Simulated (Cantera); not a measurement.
Cantera run, input and output.

```python
import numpy as np
import cantera as ct

gas = ct.Solution("gri30.yaml")
gas.TPX = 950, 68000, {'CO': 1, 'H2': 0.55, 'O2': 1.29, 'N2': 4.86}
reactor = ct.IdealGasConstPressureReactor(gas, energy="on", clone=False)
net = ct.ReactorNet([reactor])
net.rtol, net.atol = 1e-08, 1e-16
show = ['CO', 'H2', 'O2', 'OH', 'HO2']
times = np.geomspace(4e-06, 0.2, 12)

steps = ct.SolutionArray(gas, extra=["t"])
rows = []
print(f"{'t/s':>10s}{'T/K':>9s}{'P/Pa':>11s}" + "".join(f"{s:>11s}" for s in show))
for t in times:
    while net.time < t:
        t_next = net.step()
        steps.append(gas.state, t=t_next)
    rows.append([np.interp(t, steps.t, y) for y in (steps.T, steps.P, *steps(*show).X.T)])
    print(f"{t:10.3e}{rows[-1][0]:9.1f}{rows[-1][1]:11.4g}" + "".join(f"{x:11.3e}" for x in rows[-1][2:]))
rate = np.gradient(steps.T, steps.t)
print("integrator steps:", len(steps.t))
if steps.T.max() > steps.T[0] + 200:
    print(f"time of steepest temperature rise: {steps.t[rate.argmax()]:.4e} s")
gas.TPX = 950, 68000, {'CO': 1, 'H2': 0.55, 'O2': 1.29, 'N2': 4.86}
gas.equilibrate("HP")
print(f"equilibrium (HP): T = {gas.T:.1f} K  " + "  ".join(f"{s} {gas[s].X[0]:.3e}" for s in show))
```

Result:

```
       t/s      T/K       P/Pa         CO         H2         O2         OH        HO2
 4.000e-06    950.0    6.8e+04  1.299e-01  7.143e-02  1.675e-01  1.603e-12  6.688e-12
 1.070e-05    950.0    6.8e+04  1.299e-01  7.143e-02  1.675e-01  5.298e-12  2.651e-11
 2.860e-05    950.0    6.8e+04  1.299e-01  7.143e-02  1.675e-01  1.669e-11  1.646e-10
 7.649e-05    950.0    6.8e+04  1.299e-01  7.143e-02  1.675e-01  6.419e-11  1.436e-09
 2.045e-04    950.0    6.8e+04  1.299e-01  7.143e-02  1.675e-01  5.296e-10  2.165e-08
 5.470e-04    950.0    6.8e+04  1.299e-01  7.142e-02  1.675e-01  6.708e-08  3.026e-06
 1.463e-03   2131.5    6.8e+04  2.766e-02  3.131e-03  8.177e-02  1.028e-02  4.311e-06
 3.911e-03   2345.9    6.8e+04  1.061e-02  1.025e-03  7.643e-02  6.895e-03  3.375e-06
 1.046e-02   2354.8    6.8e+04  9.638e-03  9.296e-04  7.573e-02  6.590e-03  3.488e-06
 2.797e-02   2351.9    6.8e+04  9.541e-03  9.217e-04  7.477e-02  6.506e-03  3.428e-06
 7.479e-02   2347.0    6.8e+04  9.375e-03  9.080e-04  7.309e-02  6.359e-03  3.324e-06
 2.000e-01   2343.2    6.8e+04  9.249e-03  8.977e-04  7.181e-02  6.249e-03  3.245e-06
integrator steps: 1543
time of steepest temperature rise: 9.9537e-04 s
equilibrium (HP): T = 2342.7 K  CO 9.233e-03  H2 8.964e-04  O2 7.165e-02  OH 6.234e-03  HO2 3.235e-06
```

Model: GRI-Mech 3.0 (53 species, 325 reactions), integrated in Cantera.
